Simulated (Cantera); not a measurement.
Equilibrium for silicon nitride deposition: Si2Cl6 + N2

Feed: 1 mol Si2Cl6, 6.1 mol N2, at 1127 °C and 0.790 bar.

Method: chemical equilibrium by Gibbs-energy minimisation in Cantera with the NASA 1993 tables (ideal gas, pure condensed phases). Candidate condensed phases: Si, Si3N4; 13 gas species. The feed counts by its element totals alone. N2 is the only nitrogen source here; it is nearly inert below about 1500 K, so the nitride shown seldom forms there in practice. The tables' values for SiCl3 are old estimates; treat these amounts as uncertain. The numbers say what is thermodynamically allowed, not how fast it happens.

| Property | Result |
|---|---|
| x(N2) | 0.792 |
| x(SiCl4) | 0.198 |
| x(SiCl3) | 0.00904 |
| x(SiCl2) | 0.00176 |
| x(Cl) | 5.25e-6 |
| n(Si3N4(s)) | 0.159 mol |
| gas amount | 7.305 mol |
| log10 activity of Si(s) (absent) | -3.36 |
